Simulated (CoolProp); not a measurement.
Computed with CoolProp (reference Helmholtz-energy equation of state, Leachman 2009).

Q: For normal hydrogen, give the phase and the density (kg/m³), cp (kJ/(kg K)), isothermal compressibility (1/MPa), conductivity (mW/(m K)) at 19 K and 0.674 MPa.

A: 
- 19 K and 0.674 MPa: liquid; density 73.1, cp 8.84, isothermal compressibility 0.0155, conductivity 104

Thermal conductivity comes from a separate model (Assael 2011).
